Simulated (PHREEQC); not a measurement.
Consider water at 20 °C with 0.002 mol/kgw H3PO4. Closed to the air; pH follows from the charge balance.

Model: ion-association model, phreeqc.dat, run in PHREEQC.

Each row changes one thing in this solution. This is a speciation only: nothing precipitates in the calculation.

```tsv
case	pH	ionic strength (mol/kgw)	H2PO4- (mol/kgw)	H3PO4 (mol/kgw)	HPO4-2 (mol/kgw)
as made	2.80	0.00165	0.00165	0.000347	7.19e-8
H3PO4 replaced by NaH2PO4 at the same molality	4.99	0.00202	0.00198	2.70e-6	1.34e-5
temperature from 20 to 75 °C	2.84	0.00150	0.00150	[?]	9.51e-8
temperature from 20 to 60 °C	2.83	0.00154	0.00154	[?]	[?]
diluted 5-fold with water	3.43	0.000381	0.000381	1.92e-5	6.58e-8
0.0015 mol/kgw CO2 added	2.80	0.00165	0.00165	0.000347	7.19e-8
H3PO4 from 0.002 to 0.003 mol/kgw	2.65	0.00232	0.00232	0.000676	7.41e-8
H3PO4 from 0.002 to 0.004 mol/kgw	[?]	0.00293	0.00293	0.00107	7.58e-8
H3PO4 from 0.002 to 0.0018 mol/kgw	2.84	0.00151	0.00151	0.000291	[?]
```

### Question
Fill in the missing entries.

### Answer

- temperature from 20 to 75 °C, H3PO4 (mol/kgw): 0.000502
- temperature from 20 to 60 °C, H3PO4 (mol/kgw): 0.000462
- temperature from 20 to 60 °C, HPO4-2 (mol/kgw): 8.89e-8
- H3PO4 from 0.002 to 0.004 mol/kgw, pH: 2.56
- H3PO4 from 0.002 to 0.0018 mol/kgw, HPO4-2 (mol/kgw): 7.14e-8

At this temperature some constants are extrapolated from 25 °C, and those without enthalpy data are left unchanged.
